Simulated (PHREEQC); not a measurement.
A column of 0.1 m (40 cells, dispersivity 0.005 m, 60 s a shift, diffusion coefficient 3e-10 m²/s) holds 0.017 eq of the database's cation exchanger X per kg of pore water, first in equilibrium with 84 mmol/kgw LiCl, 28 mmol/kgw Na2SO4 and 0.01 mmol/kgw HCl. It is flushed with 15 mmol/kgw NaCl, 9 mmol/kgw MgCl2, 0.69 mmol/kgw KBr and 0.01 mmol/kgw HCl, at 25 °C. Values are for the last cell. CO2 from the air is kept out. Precipitation was switched off in this run.

The series has 31 steps of pore volumes, from 0 to 3.013.

The numbers come from PHREEQC with the ion-association model, phreeqc.dat.

### Question
After how many pore volumes does Mg at the outlet first reach half of its feed value?

### Answer
By 1.8 pore volumes.

### Question
After how many pore volumes does K at the outlet first reach half of its feed value?

### Answer
By 1.6 pore volumes; it later peaks at 0.000796 mol/kgw, above the feed's 0.000690.

### Question
After how many pore volumes does Br at the outlet first reach half of its feed value?

### Answer
By 1.0 pore volumes.
